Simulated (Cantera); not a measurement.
A freely propagating, adiabatic, planar premixed flame of CH4 : O2 : N2 = 1 : 2.35 : 8.85 (molar parts), equivalence ratio 0.85, unburnt at 450 K and 0.380 bar; mixture-averaged transport, grid criteria slope 0.08 and curve 0.16, no radiation.

Detailed kinetics in Cantera: GRI-Mech 3.0 (53 species, 325 reactions). Burning velocities carry a grid error of a few per cent, more on coarse grids.

How do the results move with these cheaper or finer settings: unity-Lewis-number transport; multicomponent transport; multicomponent+Soret transport; grid criteria slope 0.5, curve 1; grid criteria slope 0.25, curve 0.5; grid criteria slope 0.03, curve 0.06?


| setting | laminar burning velocity | thermal thickness | peak x(O) | peak x(C2H2) | grid points |
|---|---|---|---|---|---|
| as above | 85.8 cm/s | 0.898 mm | 0.00603 | 3.68e-5 | 144 |
| unity-Lewis-number transport | 64.4 cm/s | 0.999 mm | 0.00681 | 2.35e-5 | 131 |
| multicomponent transport | 85.9 cm/s | 0.909 mm | 0.00604 | 3.77e-5 | 145 |
| multicomponent+Soret transport | 84.6 cm/s | 0.910 mm | 0.00606 | 3.48e-5 | 145 |
| grid criteria slope 0.5, curve 1 | 91.9 cm/s | 0.969 mm | 0.00625 | 3.62e-5 | 48 |
| grid criteria slope 0.25, curve 0.5 | 88.9 cm/s | 0.926 mm | 0.00618 | 3.61e-5 | 63 |
| grid criteria slope 0.03, curve 0.06 | 84.6 cm/s | 0.891 mm | 0.00597 | 3.69e-5 | 365 |
The base run took very roughly 13 core-seconds.
Unity Lewis numbers drop preferential diffusion, which matters most where H2 and H carry the flame; Soret adds thermal diffusion.
